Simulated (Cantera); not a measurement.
Charge: 1 mol MgSO4, 0.082 mol C, 0.21 mol H2O, 0.00012 mol CO2, at 12.0 mbar.

Cantera equilibrium calculation (NASA polynomials, part measured and part estimated; ideal gas, pure solids and liquids). Candidate condensed phases: C, C6H6, C7H8, C8H18, H2O, H2SO4, Mg, MgCO3, MgO, Mg(OH)2, MgS, MgSO4, S; 130 gas species. Mutual solubility and eutectic melting of coexisting phases are not modelled. Rates play no part.

x: gas mole fraction; n: condensed amount in mol.

```json
[
 {"T (°C)": "527", "x SO2": "0.360", "x H2O": "0.460", "x O2": "<1e-12", "x CO2": "0.180", "x OH": "2.20e-12", "x SO3": "___", "n MgO(s)": "0.164", "n MgSO4(s)": "0.836"},
 {"T (°C)": "627", "x SO2": "0.360", "x H2O": "0.460", "x O2": "1.52e-9", "x CO2": "0.180", "x OH": "7.84e-10", "x SO3": "___", "n MgO(s)": "0.164", "n MgSO4(s)": "0.836"},
 {"T (°C)": "727", "x SO2": "0.359", "x H2O": "0.460", "x O2": "3.57e-5", "x CO2": "0.180", "x OH": "8.51e-8", "x SO3": "___", "n MgO(s)": "0.164", "n MgSO4(s)": "0.836"},
 {"T (°C)": "827", "x SO2": "0.436", "x H2O": "0.338", "x O2": "0.0860", "x CO2": "0.132", "x OH": "3.02e-6", "x SO3": "___", "n MgO(s)": "0.276", "n MgSO4(s)": "0.724"},
 {"T (°C)": "927", "x SO2": "0.579", "x H2O": "0.123", "x O2": "0.241", "x CO2": "0.0482", "x OH": "1.04e-5", "x SO3": "___", "n MgO(s)": "1.00", "n MgSO4(s)": "0"},
 {"T (°C)": "1027", "x SO2": "0.582", "x H2O": "0.123", "x O2": "0.243", "x CO2": "0.0481", "x OH": "3.65e-5", "x SO3": "___", "n MgO(s)": "1.00", "n MgSO4(s)": "0"},
 {"T (°C)": "1127", "x SO2": "0.583", "x H2O": "0.123", "x O2": "0.244", "x CO2": "0.0481", "x OH": "0.000107", "x SO3": "___", "n MgO(s)": "1.00", "n MgSO4(s)": "0"},
 {"T (°C)": "1227", "x SO2": "0.584", "x H2O": "0.123", "x O2": "0.244", "x CO2": "0.0480", "x OH": "0.000272", "x SO3": "___", "n MgO(s)": "1.00", "n MgSO4(s)": "0"},
 {"T (°C)": "1327", "x SO2": "0.584", "x H2O": "0.122", "x O2": "0.244", "x CO2": "0.0480", "x OH": "0.000614", "x SO3": "___", "n MgO(s)": "1.00", "n MgSO4(s)": "0"},
 {"T (°C)": "1427", "x SO2": "0.584", "x H2O": "0.122", "x O2": "0.244", "x CO2": "0.0479", "x OH": "0.00126", "x SO3": "___", "n MgO(s)": "1.000", "n MgSO4(s)": "0"},
 {"T (°C)": "1527", "x SO2": "0.584", "x H2O": "0.121", "x O2": "0.243", "x CO2": "0.0478", "x OH": "0.00238", "x SO3": "___", "n MgO(s)": "1.000", "n MgSO4(s)": "0"},
 {"T (°C)": "1627", "x SO2": "0.583", "x H2O": "0.120", "x O2": "0.243", "x CO2": "0.0474", "x OH": "0.00420", "x SO3": "___", "n MgO(s)": "1.000", "n MgSO4(s)": "0"},
 {"T (°C)": "1727", "x SO2": "0.580", "x H2O": "0.118", "x O2": "0.242", "x CO2": "0.0466", "x OH": "0.00695", "x SO3": "___", "n MgO(s)": "1.000", "n MgSO4(s)": "0"},
 {"T (°C)": "1827", "x SO2": "0.575", "x H2O": "0.114", "x O2": "0.240", "x CO2": "0.0451", "x OH": "0.0109", "x SO3": "___", "n MgO(s)": "1.000", "n MgSO4(s)": "0"}
]
```

Fill in the missing entries.


- 527, x SO3: 9.39e-8
- 627, x SO3: 1.02e-5
- 727, x SO3: 0.000425
- 827, x SO3: 0.00871
- 927, x SO3: 0.00801
- 1027, x SO3: 0.00384
- 1127, x SO3: 0.00204
- 1227, x SO3: 0.00118
- 1327, x SO3: 0.000733
- 1427, x SO3: 0.000481
- 1527, x SO3: 0.000332
- 1627, x SO3: 0.000237
- 1727, x SO3: 0.000175
- 1827, x SO3: 0.000133
